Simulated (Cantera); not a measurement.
Input: 1 mol SiH₂Cl₂, 0.21 mol O₂, equilibrated at 1573 K and 1.13 Torr.

Equilibrium computed with Cantera from the NASA thermochemical tables; the gas is ideal and each condensed phase is pure. Candidate condensed phases: H₂O, Si, SiO₂; 30 gas species. The tables' values for SiCl₃, SiCl are old estimates; treat these amounts as uncertain. Rates play no part.

Base state: HCl 0.337, H₂ 0.247, SiCl₂ 0.230, SiO 0.174, SiCl₃ 0.00962, SiCl₄ 0.00106, Cl 0.000565, H 0.000522 (mole fractions); condensed: gas only.

**Question.** What changes in the equilibrium state with this change: O₂ from 0.21 to 0.72 mol?

**Answer.** 
| species | before | after |
|---|---|---|
| HCl | 0.337 | 0.728 |
| H₂ | 0.247 | 0.100 |
| SiO | 0.174 | 0.0796 |
| SiCl₂ | 0.230 | 0.0755 |
| SiCl₃ | 0.00962 | 0.0107 |
| SiCl | 5.74e-5 | 5.56e-6 |
| H₂O | 1.66e-6 | 1.08e-5 |
| SiO₂(β-quartz), mol | 0 | 0.634 |
The tables' values for SiCl₃ are old estimates; treat these amounts as uncertain. The tables hold silica as quartz up to 1696 K and as liquid above; real silica turns to tridymite and cristobalite and melts near 1996 K.

**Question.** What changes in the equilibrium state with this change: 0.063 mol HF added?

**Answer.** 
```
species  before    after
-------  ------  -------
HCl       0.337    0.344
H₂        0.247    0.244
SiCl₂     0.230    0.217
HF            0  0.00474
SiO       0.174    0.171
SiF₂          0  0.00325
SiF₃          0  0.00294
SiF₄          0  0.00134
SiHF₃         0  5.56e-5
```
The tables' values for SiCl₃, SiF₂, SiF₃, SiCl, SiF are old estimates; treat these amounts as uncertain.

**Question.** What changes in the equilibrium state with this change: O₂ from 0.21 to 12 mol?

**Answer.** 
| species | before | after |
|---|---|---|
| O₂ | <1e-9 | 0.824 |
| HCl | 0.337 | 0.103 |
| Cl | 0.000565 | 0.0477 |
| H₂ | 0.247 | 3.28e-6 |
| SiCl₂ | 0.230 | <1e-9 |
| SiO | 0.174 | 1.17e-9 |
| H₂O | 1.66e-6 | 0.0240 |
| SiCl₃ | 0.00962 | <1e-9 |
| SiCl₄ | 0.00106 | <1e-9 |
| OH | <1e-9 | 0.000502 |
| O | <1e-9 | 0.000245 |
| SiHCl₃ | 0.000103 | <1e-9 |
| SiO₂(β-quartz), mol | 0 | 1.00 |
The tables hold silica as quartz up to 1696 K and as liquid above; real silica turns to tridymite and cristobalite and melts near 1996 K.
